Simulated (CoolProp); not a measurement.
Vapour-liquid equilibrium of isopentane (1) + toluene (2) at 0.0466 MPa; x and y are mole fractions of (1).

The numbers come from the multi-fluid Helmholtz-energy mixture model, Lemmon 2006 and Lemmon 2006; pair parameters Bell 2016 in CoolProp.

```json
[
 {"x": "0.05", "bubble temperature (°C)": "68.8", "y at the bubble point": "0.463", "dew temperature at overall composition x (°C)": "83.9", "liquid density (mol/L)": "8.868"},
 {"x": "0.2", "bubble temperature (°C)": "39.7", "y at the bubble point": "0.863", "dew temperature at overall composition x (°C)": "79.2", "liquid density (mol/L)": "?"},
 {"x": "0.35", "bubble temperature (°C)": "?", "y at the bubble point": "0.940", "dew temperature at overall composition x (°C)": "73.7", "liquid density (mol/L)": "9.089"},
 {"x": "0.5", "bubble temperature (°C)": "19.1", "y at the bubble point": "0.966", "dew temperature at overall composition x (°C)": "67.1", "liquid density (mol/L)": "9.047"},
 {"x": "0.65", "bubble temperature (°C)": "?", "y at the bubble point": "0.978", "dew temperature at overall composition x (°C)": "58.7", "liquid density (mol/L)": "?"},
 {"x": "0.8", "bubble temperature (°C)": "11.4", "y at the bubble point": "0.987", "dew temperature at overall composition x (°C)": "46.8", "liquid density (mol/L)": "8.884"},
 {"x": "0.95", "bubble temperature (°C)": "?", "y at the bubble point": "?", "dew temperature at overall composition x (°C)": "?", "liquid density (mol/L)": "?"}
]
```

Task: Some entries are withheld; supply them.

Result: 
- 0.2, liquid density (mol/L): 9.061
- 0.35, bubble temperature (°C): 26.2
- 0.65, bubble temperature (°C): 14.7
- 0.65, liquid density (mol/L): 8.972
- 0.95, bubble temperature (°C): 8.3
- 0.95, y at the bubble point: 0.996
- 0.95, dew temperature at overall composition x (°C): 23.7
- 0.95, liquid density (mol/L): 8.797

No azeotrope shows between x = 0.05 and 0.95.

Pair parameters are fitted to limited data, so mixtures are less certain than the pure fluids.
